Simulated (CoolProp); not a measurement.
Hexamethyldisiloxane (MM) at 298.15 K and 0.516 MPa is throttled through a valve to 0.289 MPa with no heat exchange. Each further row changes one setting.

Model: reference Helmholtz-energy equation of state, Thol 2016, in CoolProp.

```csv
case,temperature change (K),final density (kg/m³)
as stated,+0.1,760
outlet pressure 0.0867 MPa,+0.2,759
outlet pressure 0.376 MPa,+0.1,760
```
